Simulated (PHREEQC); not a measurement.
## Acid mine or pickling water

A made-up water analysis in mg/L, 90 °C, pH 2.6, pe 10.4:

| constituent | mg/L |
|---|---|
| Na | 70.6 |
| K | 23.9 |
| Ca | 117 |
| Mg | 165 |
| Cl | 35.3 |
| S(6) as SO4 | 1980 |
| Fe(3) | 322 |

Valence states are taken as typed.

All values are PHREEQC results (ion-association model, phreeqc.dat), not measurements.

Precipitation was switched off in this run.

Question: What ionic strength, charge-balance error does the model give?

Answer: ionic strength 0.0377 mol/kgw; charge-balance error 5.3 %.

Question: In which forms is K present?

Answer: K+ 94 %, KSO4- 5.6 % of the K.

The solution is supersaturated, for example in Jarosite-K, Hematite (slow to form), so a real one may precipitate; this is no full list. Away from 25 °C the constants follow the database's enthalpies or fits; those with neither stay at their 25 °C values.
